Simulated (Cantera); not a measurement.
A perfectly stirred reactor is fed with 7.35 % CO, 0.544 % H2, 5.07 % CH4, 18.3 % O2, 68.8 % N2, equivalence ratio 0.77, at 1.09 atm; it is adiabatic with a 350 K inlet, and is followed from long to short residence time, starting on the burning branch (τ in s: 0.28, 0.12, 0.05, 0.021, 0.0089, 0.0038, 0.0016, 0.00068, 0.00029, 0.00012, 5.2e-05).

Model: GRI-Mech 3.0 (53 species, 325 reactions), integrated in Cantera.

Predict: blow-out, bracketed by the residence times tried; x(CO) at τ = 0.280 s; x(H2) at τ = 0.280 s; x(CH4) at τ = 0.280 s; x(H) at τ = 0.280 s; x(CO) at τ = 3.80 ms; x(H2) at τ = 3.80 ms; x(CH4) at τ = 3.80 ms; x(H) at τ = 3.80 ms.


- blow-out, bracketed by the residence times tried = burning at 0.120 ms, out at 52.0 µs
- x(CO) at τ = 0.280 s = 0.00187
- x(H2) at τ = 0.280 s = 0.000323
- x(CH4) at τ = 0.280 s = 1.26e-6
- x(H) at τ = 0.280 s = 5.86e-5
- x(CO) at τ = 3.80 ms = 0.0116
- x(H2) at τ = 3.80 ms = 0.00203
- x(CH4) at τ = 3.80 ms = 2.90e-5
- x(H) at τ = 3.80 ms = 0.00105
